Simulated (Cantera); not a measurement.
An adiabatic, constant-pressure homogeneous reactor starts with H2 : O2 : N2 = 1 : 0.526 : 1.68 (molar parts), equivalence ratio 0.95, at 1325 K and 29.0 bar. Integrator tolerance rtol = 1e-08.

Computed with Cantera and the H2/O2 subset of GRI-Mech 3.0, which has no nitrogen chemistry. The hydrogen kinetics of GRI-Mech 3.0 are dated; newer H2 mechanisms differ, most at raised pressure. The pressure lies above the range GRI-Mech 3.0 was tuned for (to about 10 atm). Above 3000 K some thermodynamic fits are extrapolated.

### Question
How do the results move with these cheaper or finer settings: full GRI-Mech 3.0 in place of its H2/O2 subset; rtol 1e-08 to 1e-06; rtol 1e-08 to 0.001?

### Answer
| setting | time of steepest temperature rise | temperature at 0.300 s | equilibrium temperature | x(H2) at 0.300 s | integrator steps |
|---|---|---|---|---|---|
| as above | 12.0 µs | 3125 K | 3125 K | 0.0299 | 1182 |
| full GRI-Mech 3.0 in place of its H2/O2 subset | 12.0 µs | 3105 K | 3105 K | 0.0319 | 1315 |
| rtol 1e-08 to 1e-06 | 12.0 µs | 3125 K | 3125 K | 0.0299 | 709 |
| rtol 1e-08 to 0.001 | 12.0 µs | 3126 K | 3125 K | 0.0300 | 261 |
